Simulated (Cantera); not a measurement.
## Equilibrium for carbon deposition, reforming and gasification: C3H6 + CO2 + N2

Input: 1 mol C3H6, 0.68 mol CO2, 1.9 mol N2, at 1398.15 K and 160000 Pa.

Equilibrium computed with Cantera from the NASA thermochemical tables; the gas is ideal and each condensed phase is pure. Candidate condensed phases: C, C6H6, C7H8, C8H18, H2O; 136 gas species. Rates play no part.

```json
{
  "x(H2)": "0.476",
  "x(N2)": "0.304",
  "x(CO)": "0.217",
  "x(CH4)": "0.00159",
  "x(H2O)": "0.000625",
  "x(HCN)": "0.000186",
  "x(CO2)": "0.000132",
  "x(NH3)": "2.50e-5",
  "x(H)": "2.59e-6",
  "n(C(graphite))": "2.31 mol",
  "gas_amount": "6.245 mol"
}
```
